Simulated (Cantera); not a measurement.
Feed: 1 mol Ti(OiPr)4, 3.2 mol O2, 75 mol H2, equilibrated at 1048.15 K and 0.133 bar.

Cantera equilibrium calculation (NASA polynomials, part measured and part estimated; ideal gas, pure solids and liquids). Candidate condensed phases: C, C6H6, C7H8, C8H18, H2O, Ti, TiC, TiO, TiO2, Ti2O3, Ti3O5, Ti4O7; 113 gas species. The feed counts by its element totals alone. Kinetics and transport are ignored.

Base state: H2 0.907, CO 0.0846, CH4 0.00639, H2O 0.00191, CO2 0.000211 (mole fractions); condensed: C(graphite) + TiO2(rutile).

Task: What changes in the equilibrium state with this change: temperature from 1048.15 K to 2175 K?

Result: 
| species | before | after |
|---|---|---|
| H2 | 0.907 | 0.881 |
| CO | 0.0846 | 0.104 |
| H | 2.02e-8 | 0.0126 |
| C2H2 (acetylene) | 3.58e-9 | 0.00197 |
| CO2 | 0.000211 | 1.72e-8 |
| H2O | 0.00191 | 7.57e-7 |
| CH4 | 0.00639 | 2.88e-5 |
| C(graphite), mol | 3.19 | 0.202 |
| TiO2(rutile), mol | 1.00 | 0 |
| TiC(s), mol | 0 | 1.000 |
TiC: taken at fixed stoichiometry.

Task: What changes in the equilibrium state with this change: pressure from 0.133 bar to 0.000480 bar?

Result: 
```tsv
species	before	after
H2	0.907	0.911
CO	0.0846	0.0894
CH4	0.00639	2.32e-5
H2O	0.00191	7.29e-6
CO2	0.000211	8.48e-7
C(graphite), mol	3.19	3.27
TiO2(rutile), mol	1.00	0
Ti3O5(s), mol	0	0.333
```
